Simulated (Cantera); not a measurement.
Ignition delay

Mixture: CH4 : O2 : N2 = 1 : 1.05 : 6.74 (molar parts), equivalence ratio 1.9, at 101000 Pa, adiabatic and at constant volume. Ignition delay is the time to a rise of 400 K.

Computed with Cantera and GRI-Mech 3.0 (53 species, 325 reactions).

```tsv
T0 (K)	delay (ms)
1225	71.3
1300	25.8
1375	9.86
1450	4.00
1525	1.73
1600	0.812
1675	0.415
```

The apparent activation energy between 1525 and 1675 K comes out as 200 kJ/mol.
